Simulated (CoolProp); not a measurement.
Properties of methane along the isotherm 202.35 °C (Tc = -82.6 °C, pc = 4599 kPa, ω = 0.011).

Model: reference Helmholtz-energy equation of state, Setzmann 1991, in CoolProp.

```tsv
p (kPa)	phase	Z	cv (kJ/(kg K))	expansivity (1/kK)	fugacity coefficient
1050	gas	0.9991	2.291	2.138	0.9990
2090	gas	0.9984	2.294	2.172	0.9982
3140	gas	0.9979	2.296	2.205	0.9974
4180	gas	0.9977	[?]	2.236	0.9968
5230	supercritical	0.9977	[?]	2.266	0.9963
6270	supercritical	0.9980	[?]	2.294	0.9959
7320	supercritical	0.9985	2.306	2.320	0.9956
8360	supercritical	0.9992	2.308	2.345	0.9955
9410	supercritical	1.000	[?]	2.369	0.9955
10500	supercritical	1.002	2.313	2.391	0.9955
11500	supercritical	1.003	2.315	2.409	0.9957
```

Problem. What belongs in the gaps?

Solution. 
- 4180, cv (kJ/(kg K)): 2.299
- 5230, cv (kJ/(kg K)): 2.301
- 6270, cv (kJ/(kg K)): 2.304
- 9410, cv (kJ/(kg K)): 2.311
